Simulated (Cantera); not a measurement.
Feed: 1 mol Cu, 0.77 mol CO₂, a varied amount of H₂, at 973 K and 975 Torr.

Method: chemical equilibrium by Gibbs-energy minimisation in Cantera with the NASA 1993 tables (ideal gas, pure condensed phases). Candidate condensed phases: C, C₆H₆, C₇H₈, C₈H₁₈, Cu, CuO, Cu(OH)₂, Cu₂O, H₂O; 113 gas species. Rates play no part.

x: gas mole fraction; n: condensed amount in mol.

```csv
n(H₂) (mol),x H₂,x H₂O,x CH₄,x CO,x CO₂,x C₂H₆,x C₂H₄,n Cu(s)
18,0.892,0.0654,0.0244,0.0167,0.00197,9.22e-8,[?],1.00
23,0.912,0.0541,0.0214,0.0113,0.00108,6.94e-8,[?],1.00
31,0.933,0.0423,0.0177,0.00685,0.000502,4.66e-8,[?],1.00
41,0.948,0.0333,0.0145,0.00420,0.000238,3.08e-8,[?],1.00
54,0.960,0.0260,0.0117,0.00255,0.000112,1.98e-8,[?],1.00
71,0.969,0.0202,0.00934,0.00154,5.17e-5,1.24e-8,[?],1.00
94,0.976,0.0155,0.00732,0.000904,2.32e-5,7.58e-9,[?],1.00
120,0.981,0.0123,0.00587,0.000567,1.15e-5,4.86e-9,[?],1.00
```

### Question
Fill in the missing entries.

### Answer

- 18, x C₂H₄: 1.81e-8
- 23, x C₂H₄: 1.33e-8
- 31, x C₂H₄: 8.77e-9
- 41, x C₂H₄: 5.70e-9
- 54, x C₂H₄: 3.62e-9
- 71, x C₂H₄: 2.25e-9
- 94, x C₂H₄: 1.36e-9
- 120, x C₂H₄: 8.68e-10
